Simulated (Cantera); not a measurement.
Cantera run, input and output.

```python
import numpy as np
import cantera as ct

surf = ct.Interface("ptcombust.yaml", "Pt_surf")
gas = surf.adjacent["gas"]
gas.TPX = 700, 90000, {'H2': 0.003, 'O2': 0.025, 'N2': 0.79, 'H2O': 0.018}
surf.TP = 700, 90000
reactor = ct.FlowReactor(gas, clone=False)
reactor.area = 0.0001  # m2
reactor.surface_area_to_volume_ratio = 620  # 1/m
reactor.mass_flow_rate = 1.8 * reactor.area * gas.density  # inlet velocity 1.8 m/s
reactor.energy_enabled = False
wall = ct.ReactorSurface(surf, reactor, clone=False)
net = ct.ReactorNet([reactor])
net.rtol, net.atol = 1e-8, 1e-16
show, cover = ['H2', 'O2', 'H2O'], ['PT(S)', 'H(S)', 'O(S)', 'OH(S)', 'CO(S)', 'C(S)']

rows = []
print(f"{'z/m':>9s}{'u/(m/s)':>9s}" + "".join(f"{s:>13s}" for s in show + cover))
for z in [4.5e-05, 7.5e-05, 0.00012, 0.00021, 0.00035, 0.00058, 0.00096, 0.0016, 0.0027, 0.0045]:
    net.advance(z)
    rows.append([reactor.speed, *gas[show].X, *surf[cover].coverages])
    print(f"{z:9.4g}{rows[-1][0]:9.3g}" + "".join(f"{x:13.4e}" for x in rows[-1][1:]))
```

It prints:

```
      z/m  u/(m/s)           H2           O2          H2O        PT(S)         H(S)         O(S)        OH(S)        CO(S)         C(S)
  4.5e-05      1.8   3.2426e-03   2.9736e-02   2.1881e-02   1.9572e-01   6.8640e-08   7.9309e-01   1.1151e-02  -4.5477e-25  -6.1968e-28
  7.5e-05      1.8   3.0459e-03   2.9641e-02   2.2081e-02   1.8447e-01   6.1705e-08   8.0456e-01   1.0927e-02   5.6555e-27  -4.7844e-30
  0.00012      1.8   2.7909e-03   2.9517e-02   2.2339e-02   1.6978e-01   5.3236e-08   8.1957e-01   1.0610e-02   1.4887e-26   1.1705e-29
  0.00021      1.8   2.3884e-03   2.9321e-02   2.2746e-02   1.4637e-01   4.1055e-08   8.4355e-01   1.0040e-02  -2.6500e-26  -5.9961e-29
  0.00035      1.8   1.9477e-03   2.9107e-02   2.3193e-02   1.2046e-01   2.9376e-08   8.7022e-01   9.2970e-03   2.9461e-26   4.8629e-29
  0.00058      1.8   1.4907e-03   2.8885e-02   2.3655e-02   9.3347e-02   1.9123e-08   8.9827e-01   8.3595e-03   8.5010e-26   3.2109e-29
  0.00096      1.8   1.0692e-03   2.8680e-02   2.4082e-02   6.8340e-02   1.1422e-08   9.2435e-01   7.2919e-03   2.3005e-26  -5.7255e-30
   0.0016      1.8   7.1695e-04   2.8509e-02   2.4439e-02   4.7855e-02   6.3899e-09   9.4593e-01   6.1989e-03  -5.1500e-27  -4.8539e-30
   0.0027      1.8   4.4556e-04   2.8377e-02   2.4714e-02   3.3020e-02   3.5032e-09   9.6176e-01   5.2091e-03   1.7063e-25   2.9683e-29
   0.0045      1.8   2.5734e-04   2.8286e-02   2.4904e-02   2.3915e-02   2.0727e-09   9.7161e-01   4.4659e-03  -4.8518e-27  -1.4511e-30
```

Model: Deutschmann's 1995 Pt surface mechanism with GRI-Mech 3.0 gas chemistry, integrated in Cantera. Catalytic surfaces can have several steady states; this one follows from the mechanism file's or the stated starting coverage. Mass transfer to the wall is taken as infinitely fast.
